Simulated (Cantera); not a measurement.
# N2O furnace oxynitridation

An isothermal, constant-pressure homogeneous reactor starts with N2O : H2 : N2 = 1 : 0.0081 : 0.6 (molar parts), at 1348 K and 34.5 Torr.

Model: GRI-Mech 3.0 (53 species, 325 reactions), integrated in Cantera. GRI-Mech 3.0 was tuned for natural gas; its chemistry of N2O as a main component is partial and can be far from experiment. Radical loss at walls, strong at low pressure, is not modelled. The mechanism lacks the step 2 NO + O2 → 2 NO2, which can matter for NO2 below about 1400 K. The temperature is held fixed by assumption; the heat of reaction is taken as removed at once.

```csv
t (s),x N2O,x H2,x HO2,x NO,x O2,x H
0.000300,0.622,0.00503,1.89e-7,6.21e-6,1.41e-5,8.30e-7
0.000917,0.622,0.00493,2.22e-6,2.72e-5,5.68e-5,2.39e-6
0.00280,0.620,0.00433,9.40e-6,0.000102,0.000200,4.36e-6
0.00857,0.617,0.00247,1.05e-5,0.000318,0.000709,2.80e-6
0.0262,0.610,0.000616,6.17e-6,0.000892,0.00231,4.88e-7
0.0801,0.595,4.21e-5,2.14e-6,0.00264,0.00707,4.00e-8
0.245,0.552,9.83e-8,8.46e-7,0.00782,0.0207,2.02e-8
0.749,0.443,6.02e-8,2.91e-7,0.0211,0.0558,2.36e-8
2.29,0.237,7.18e-8,7.49e-8,0.0458,0.122,3.13e-8
7.00,0.0442,8.86e-8,1.29e-8,0.0682,0.185,3.84e-8
21.4,0.00108,1.88e-8,4.55e-9,0.0720,0.199,3.54e-9
65.4,1.58e-6,8.00e-9,5.08e-9,0.0719,0.200,9.75e-10
200,1.32e-6,8.00e-9,5.08e-9,0.0718,0.200,9.74e-10
```
x: mole fraction; the columns are a selection and need not sum to one.

Equilibrium at this temperature and pressure: N2O 7.64e-9, H2 7.35e-9, HO2 5.75e-9, NO 0.000559, O2 0.235, H 9.31e-10 (gas phase only).
